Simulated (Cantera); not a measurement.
# Iron carbonyl, mercury and lead vapours: Fe(CO)₅ + CO + H₂

A closed system holds: 1 mol Fe(CO)₅, 0.065 mol CO, 46 mol H₂, held at 1300 K.

Cantera equilibrium calculation (NASA polynomials, part measured and part estimated; ideal gas, pure solids and liquids). Candidate condensed phases: C, C₆H₆, C₇H₈, C₈H₁₈, Fe, Fe(CO)₅, FeO, Fe(OH)₂, Fe(OH)₃, Fe₂O₃, Fe₃O₄, H₂O; 114 gas species. The numbers say what is thermodynamically allowed, not how fast it happens.

From 0.000100 bar to 10.0 bar the condensed part is Fe(γ).

```json
[
 {"P (Pa)": "10", "log p H₂": "-4.05", "log p CO": "-5.00", "log p CH₄": "-10.72", "log p H₂O": "-10.57", "n Fe(γ)": "0.999"},
 {"P (Pa)": "68", "log p H₂": "-3.21", "log p CO": "-4.17", "log p CH₄": "-8.98", "log p H₂O": "-8.97", "n Fe(γ)": "1.000"},
 {"P (Pa)": "460", "log p H₂": "-2.38", "log p CO": "-3.34", "log p CH₄": "-7.31", "log p H₂O": "-7.33", "n Fe(γ)": "1.000"},
 {"P (Pa)": "3200", "log p H₂": "-1.54", "log p CO": "-2.50", "log p CH₄": "-5.62", "log p H₂O": "-5.64", "n Fe(γ)": "1.000"},
 {"P (Pa)": "22000", "log p H₂": "-0.70", "log p CO": "-1.66", "log p CH₄": "-3.95", "log p H₂O": "-3.97", "n Fe(γ)": "1.00"},
 {"P (Pa)": "150000", "log p H₂": "0.13", "log p CO": "-0.84", "log p CH₄": "-2.29", "log p H₂O": "-2.31", "n Fe(γ)": "1.00"},
 {"P (Pa)": "1000000", "log p H₂": "0.94", "log p CO": "-0.09", "log p CH₄": "-0.69", "log p H₂O": "-0.71", "n Fe(γ)": "1.00"}
]
```
log p: log10 of the partial pressure in bar; n: condensed amount in mol.
